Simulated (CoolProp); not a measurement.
Vapour pressure (kPa) of carbon monoxide: the reference equation beside estimates from Tc = -140.3 °C, pc = 3498 kPa, ω = 0.050. Clausius-Clapeyron is anchored at -170.95 °C with a constant enthalpy of vaporisation of 5.033 kJ/mol.

The numbers come from the reference Helmholtz-energy equation of state, Lemmon 2006 in CoolProp. It is a short technical equation, of lower accuracy than the large ones.

```json
[
 {"T (°C)": "-174.05", "reference": "509.0", "Lee-Kesler": "509.5", "Clausius-Clapeyron": "530.4", "van der Waals": "962.1", "Redlich-Kwong": "511.4", "Soave-Redlich-Kwong": "511.4", "Peng-Robinson": "510.0"},
 {"T (°C)": "-170.95", "reference": "638.3", "Lee-Kesler": "638.7", "Clausius-Clapeyron": "638.3", "van der Waals": "1116", "Redlich-Kwong": "646.5", "Soave-Redlich-Kwong": "642.4", "Peng-Robinson": "639.3"},
 {"T (°C)": "-167.95", "reference": "784.6", "Lee-Kesler": "784.7", "Clausius-Clapeyron": "755.8", "van der Waals": "1279", "Redlich-Kwong": "799.3", "Soave-Redlich-Kwong": "790.9", "Peng-Robinson": "785.9"},
 {"T (°C)": "-164.85", "reference": "959.6", "Lee-Kesler": "959.0", "Clausius-Clapeyron": "891.1", "van der Waals": "1462", "Redlich-Kwong": "981.6", "Soave-Redlich-Kwong": "968.6", "Peng-Robinson": "961.6"},
 {"T (°C)": "-161.75", "reference": "1161", "Lee-Kesler": "1159", "Clausius-Clapeyron": "1041", "van der Waals": "1661", "Redlich-Kwong": "1191", "Soave-Redlich-Kwong": "1173", "Peng-Robinson": "1164"},
 {"T (°C)": "-158.65", "reference": "1391", "Lee-Kesler": "1388", "Clausius-Clapeyron": "1206", "van der Waals": "1876", "Redlich-Kwong": "1428", "Soave-Redlich-Kwong": "1407", "Peng-Robinson": "1396"},
 {"T (°C)": "-155.55", "reference": "1652", "Lee-Kesler": "1648", "Clausius-Clapeyron": "1386", "van der Waals": "2107", "Redlich-Kwong": "1695", "Soave-Redlich-Kwong": "1671", "Peng-Robinson": "1659"},
 {"T (°C)": "-152.45", "reference": "1946", "Lee-Kesler": "1942", "Clausius-Clapeyron": "1582", "van der Waals": "2356", "Redlich-Kwong": "1994", "Soave-Redlich-Kwong": "1969", "Peng-Robinson": "1956"},
 {"T (°C)": "-149.45", "reference": "2266", "Lee-Kesler": "2262", "Clausius-Clapeyron": "1787", "van der Waals": "2612", "Redlich-Kwong": "2314", "Soave-Redlich-Kwong": "2291", "Peng-Robinson": "2278"},
 {"T (°C)": "-146.35", "reference": "2636", "Lee-Kesler": "2634", "Clausius-Clapeyron": "2014", "van der Waals": "2895", "Redlich-Kwong": "2680", "Soave-Redlich-Kwong": "2660", "Peng-Robinson": "2649"}
]
```

Absolute difference from the reference over all 10 rows, mean and median: Lee-Kesler 0.1 and 0.1 %, Clausius-Clapeyron 11.8 and 11.8 %, van der Waals 43.1 and 39.0 %, Redlich-Kwong 2.0 and 2.2 %, Soave-Redlich-Kwong 0.9 and 1.0 %, Peng-Robinson 0.3 and 0.3 %.
